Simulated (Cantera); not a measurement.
Cantera run, input and output.

```python
import numpy as np
import cantera as ct

gas = ct.Solution("SiF4_NH3_mec.yaml", "gas")
gas.TPX = 2350, 40000, {'NH3': 5.2, 'N2': 12}
reactor = ct.IdealGasConstPressureReactor(gas, energy="off", clone=False)
net = ct.ReactorNet([reactor])
net.rtol, net.atol = 1e-08, 1e-18
show = ['NH3', 'NH', 'H2', 'N2', 'NH2', 'N2H2']
times = np.geomspace(3e-05, 20, 11)

steps = ct.SolutionArray(gas, extra=["t"])
rows = []
print(f"{'t/s':>10s}{'T/K':>9s}{'P/Pa':>11s}" + "".join(f"{s:>11s}" for s in show))
for t in times:
    while net.time < t:
        t_next = net.step()
        steps.append(gas.state, t=t_next)
    rows.append([np.interp(t, steps.t, y) for y in (steps.T, steps.P, *steps(*show).X.T)])
    print(f"{t:10.3e}{rows[-1][0]:9.1f}{rows[-1][1]:11.4g}" + "".join(f"{x:11.3e}" for x in rows[-1][2:]))
rate = np.gradient(steps.T, steps.t)
print("integrator steps:", len(steps.t))
if steps.T.max() > steps.T[0] + 200:
    print(f"time of steepest temperature rise: {steps.t[rate.argmax()]:.4e} s")
gas.TPX = 2350, 40000, {'NH3': 5.2, 'N2': 12}
gas.equilibrate("TP")
print(f"equilibrium (TP): T = {gas.T:.1f} K  " + "  ".join(f"{s} {gas[s].X[0]:.3e}" for s in show))
```

It prints:

```
       t/s      T/K       P/Pa        NH3         NH         H2         N2        NH2       N2H2
 3.000e-05   2350.0      4e+04  3.001e-01  1.732e-05  1.095e-03  6.970e-01  1.803e-03  1.696e-06
 1.147e-04   2350.0      4e+04  2.931e-01  5.256e-05  7.710e-03  6.956e-01  3.441e-03  7.946e-06
 4.384e-04   2350.0      4e+04  2.672e-01  7.015e-05  3.797e-02  6.917e-01  2.799e-03  7.132e-06
 1.676e-03   2350.0      4e+04  1.909e-01  7.908e-05  1.265e-01  6.802e-01  1.871e-03  4.506e-06
 6.407e-03   2350.0      4e+04  5.990e-02  5.922e-05  2.778e-01  6.603e-01  7.826e-04  1.183e-06
 2.449e-02   2350.0      4e+04  6.112e-04  1.135e-05  3.436e-01  6.500e-01  3.291e-05  7.579e-09
 9.364e-02   2350.0      4e+04  3.462e-06  2.646e-07  3.404e-01  6.480e-01  3.771e-07  3.420e-12
 3.580e-01   2350.0      4e+04  9.112e-07  6.972e-08  3.404e-01  6.480e-01  9.931e-08  1.762e-12
 1.369e+00   2350.0      4e+04  7.879e-07  6.028e-08  3.404e-01  6.480e-01  8.586e-08  1.731e-12
 5.232e+00   2350.0      4e+04  7.878e-07  6.027e-08  3.404e-01  6.480e-01  8.586e-08  1.731e-12
 2.000e+01   2350.0      4e+04  7.878e-07  6.027e-08  3.404e-01  6.480e-01  8.586e-08  1.731e-12
integrator steps: 1624
equilibrium (TP): T = 2350.0 K  NH3 7.878e-07  NH 6.027e-08  H2 3.404e-01  N2 6.480e-01  NH2 8.586e-08  N2H2 1.731e-12
```

Cantera simulation using the gas-phase N/H chemistry of the illustrative SiF4/NH3 mechanism in the Surface Chemkin manual (1991); the numbers are that mechanism's predictions, not measurements. Walls and surfaces, which speed up NH3 decomposition in real reactors, are not modelled.
